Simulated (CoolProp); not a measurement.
A single-stage vapour-compression cycle with vinyl chloride: evaporating at 273.15 K (dew point), condensing at 333.15 K (bubble point), superheat 2 K, subcooling 8 K, compressor efficiency 0.9, no pressure losses. Each further row changes one setting.

Values from CoolProp's reference Helmholtz-energy equation of state, Thol 2022.

```tsv
case	cooling COP	pressure ratio	discharge temperature (K)	refrigerating effect (kJ/kg)	volumetric capacity (kJ/m³)
as stated	3.46	5.75	371.3	265	1310
evaporating temperature 278.15 K	3.91	4.81	367.1	269	1570
condensing temperature 328.15 K	3.85	___	364.3	273	1350
subcooling 13 K	___	5.75	371.3	273	1350
superheat 12 K	3.44	5.75	382.0	___	1300
compressor efficiency 0.8	___	5.75	380.1	265	1310
```

### Question
Complete the blanks.

### Answer

- condensing temperature 328.15 K, pressure ratio: 5.11
- subcooling 13 K, cooling COP: 3.56
- superheat 12 K, refrigerating effect (kJ/kg): 274
- compressor efficiency 0.8, cooling COP: 3.08
